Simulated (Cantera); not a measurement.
What does this Cantera script print?

```python
import numpy as np
import cantera as ct

gas_names = """
    F F2 N NF NF2 NF3 N2 Si SiF SiF2 SiF3 SiF4 SiN Si2 Si2N Si3
""".split()
cond_names = """
    Si(cr) Si(L) Si3N4(a)
""".split()


# ... load() reads the species with a 1 bar reference pressure and builds the phases ...
atoms = {
    'Si': {'Si': 1},
    'NF3': {'N': 1, 'F': 3},
}
top_T = {'Si3N4(a)': 2400}  # K; cautious upper limits of use, not melting points


# ... equilibrate(T, P, feed) seeds the gas with the atoms and calls Mixture.equilibrate('TP', solver="vcs", rtol=1e-11, max_steps=5000) ...
results = []
T = 475  # K
P = 13000  # Pa
for m in [0.71, 0.91, 1.2, 1.5, 2, 2.5, 3.3, 4.3, 5.5, 7.1]:
    feed = {'Si': 1, 'NF3': m}  # mol
    mix = equilibrate(T, P, feed)
    results.append((T, P, feed, dict(zip(mix.species_names, mix.species_moles))))

top = {s: max(r[3][s] / sum(r[3][g] for g in gas_names) for r in results) for s in gas_names}
cols = sorted((s for s in top if top[s] > 1e-06), key=lambda s: -top[s])[:8]
seen = [c for c in cond_names if any(r[3].get(c, 0) > 1e-12 for r in results)]
print("log10 of partial pressures in bar; condensed amounts in mol")
print(f"{'n(NF3)':>10s}" + "".join(f"{s[:9]:>10s}" for s in cols + seen))
for T, P, feed, n in results:
    ng = sum(n[g] for g in gas_names)
    print(f"{feed['NF3']:10.4g}" + "".join(f"{np.log10(max(n[s] / ng * P / 1e5, 1e-99)):10.3f}" for s in cols)
          + "".join(f"{n.get(c, 0):10.4g}" for c in seen))
```

It prints:

```
log10 of partial pressures in bar; condensed amounts in mol
    n(NF3)      SiF4       NF3        N2        F2  Si3N4(a)
      0.71    -0.920   -99.000    -2.010   -75.418    0.1558
      0.91    -1.018   -99.000    -1.466   -75.286    0.1058
       1.2    -1.088   -99.000    -1.315   -75.270   0.03333
       1.5    -1.149    -1.928    -1.325    -5.637         0
         2    -1.254    -1.430    -1.430    -5.270         0
       2.5    -1.338    -1.271    -1.514    -5.136         0
       3.3    -1.446    -1.153    -1.622    -5.021         0
       4.3    -1.552    -1.080    -1.728    -4.937         0
       5.5    -1.652    -1.032    -1.828    -4.872         0
       7.1    -1.757    -0.996    -1.933    -4.813         0
```

Equilibrium computed with Cantera from the NASA thermochemical tables; the gas is ideal and each condensed phase is pure.
